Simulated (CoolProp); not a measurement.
n-perfluorohexane along the isobar 0.881 MPa: density (kg/m³) from the reference equation and from simpler models built on Tc = 448.0 K, pc = 1.742 MPa, ω = 0.497; each cubic takes its own stable root.

Computed with CoolProp (reference Helmholtz-energy equation of state, Gao 2022).

```tsv
T (K)	phase	reference	van der Waals	Soave-Redlich-Kwong	Peng-Robinson
257.4	liquid	1794	1000	1552	1747
264.9	liquid	1773	989.8	1537	1730
272.4	liquid	1752	979.2	1521	1713
279.8	liquid	1732	968.4	1505	1696
287.3	liquid	1711	957.1	1488	1677
294.7	liquid	1690	945.6	1470	1658
302.2	liquid	1668	933.5	1451	1638
309.7	liquid	1646	921.0	1431	1616
317.1	liquid	1624	908.2	1410	1594
324.6	liquid	1601	894.6	1389	1570
332	liquid	1578	880.6	1366	1544
339.5	liquid	1554	865.7	1341	1518
347	liquid	1529	849.9	1315	1489
354.4	liquid	1504	833.3	1288	1459
361.9	liquid	1476	815.3	1259	1426
```
